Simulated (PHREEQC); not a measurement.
0.078 g of hydrous ferric oxide (600 m²/g; 0.2 weak and 0.005 strong sites per Fe, Dzombak-Morel constants, diffuse double layer) in 1 kg of water with 0.05 mol/kgw of an inert sodium salt, at 25 °C; the pH is set by adding NaOH or the inert anion's acid. O2 is buffered at 0.21 atm. The system is closed to CO2. Nothing may precipitate in this run.

Model: ion-association model, wateq4f.dat, run in PHREEQC.

```json
[
 {"pH": "3", "surface charge σ (C/m²)": "0.357", "surface potential ψ (mV)": "169"},
 {"pH": "3.5", "surface charge σ (C/m²)": "0.335", "surface potential ψ (mV)": "166"},
 {"pH": "4", "surface charge σ (C/m²)": "0.294", "surface potential ψ (mV)": "160"},
 {"pH": "5", "surface charge σ (C/m²)": "0.181", "surface potential ψ (mV)": "135"},
 {"pH": "5.5", "surface charge σ (C/m²)": "0.130", "surface potential ψ (mV)": "118"},
 {"pH": "6", "surface charge σ (C/m²)": "0.089", "surface potential ψ (mV)": "99"},
 {"pH": "6.5", "surface charge σ (C/m²)": "0.058", "surface potential ψ (mV)": "78"},
 {"pH": "7", "surface charge σ (C/m²)": "0.034", "surface potential ψ (mV)": "56"},
 {"pH": "8", "surface charge σ (C/m²)": "0.003", "surface potential ψ (mV)": "6"},
 {"pH": "8.5", "surface charge σ (C/m²)": "-0.010", "surface potential ψ (mV)": "-20"},
 {"pH": "9", "surface charge σ (C/m²)": "-0.026", "surface potential ψ (mV)": "-45"}
]
```

Species that the database lacks are ignored. The oxide is taken as insoluble; below pH 4 it would dissolve.
